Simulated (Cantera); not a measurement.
## Thermodynamics of chemical vapour transport, feed PbO + H2O + O2

Input: 1 mol PbO, 0.029 mol H2O, 0.2 mol O2, held at 1450 K.

Cantera equilibrium calculation (NASA polynomials, part measured and part estimated; ideal gas, pure solids and liquids). Candidate condensed phases: H2O, Pb, PbO, PbO2, Pb3O4; 12 gas species. Gases not in the tables: (PbO)n polymers. Rates play no part.

From 7.50 Torr to 7500 Torr the condensed part is PbO(l).

```json
[
 {"P (Pa)": "1000", "x O2": "0.456", "x PbO": "0.456", "x H2O": "0.0643", "x Pb": "0.0235", "x OH": "0.000154", "x O": "1.36e-5", "x H2": "9.03e-7", "n PbO(l)": "0.784"},
 {"P (Pa)": "2700", "x O2": "0.722", "x PbO": "0.169", "x H2O": "0.104", "x Pb": "0.00422", "x OH": "0.000171", "x O": "1.04e-5", "x H2": "7.08e-7", "n PbO(l)": "0.952"},
 {"P (Pa)": "7200", "x O2": "0.817", "x PbO": "0.0633", "x H2O": "0.118", "x Pb": "0.000910", "x OH": "0.000147", "x O": "6.77e-6", "x H2": "4.62e-7", "n PbO(l)": "0.984"},
 {"P (Pa)": "19000", "x O2": "0.852", "x PbO": "0.0240", "x H2O": "0.123", "x Pb": "0.000208", "x OH": "0.000119", "x O": "4.25e-6", "x H2": "2.91e-7", "n PbO(l)": "0.994"},
 {"P (Pa)": "52000", "x O2": "0.866", "x PbO": "0.00877", "x H2O": "0.125", "x Pb": "4.56e-5", "x OH": "9.37e-5", "x O": "2.59e-6", "x H2": "1.77e-7", "n PbO(l)": "0.998"},
 {"P (Pa)": "140000", "x O2": "0.870", "x PbO": "0.00326", "x H2O": "0.126", "x Pb": "1.03e-5", "x OH": "7.35e-5", "x O": "1.58e-6", "x H2": "1.08e-7", "n PbO(l)": "0.999"},
 {"P (Pa)": "370000", "x O2": "0.872", "x PbO": "0.00123", "x H2O": "0.126", "x Pb": "2.39e-6", "x OH": "5.77e-5", "x O": "9.75e-7", "x H2": "6.67e-8", "n PbO(l)": "1.000"},
 {"P (Pa)": "1000000", "x O2": "0.873", "x PbO": "0.000456", "x H2O": "0.127", "x Pb": "5.38e-7", "x OH": "4.50e-5", "x O": "5.93e-7", "x H2": "4.06e-8", "n PbO(l)": "1.000"}
]
```
x: gas mole fraction; n: condensed amount in mol.
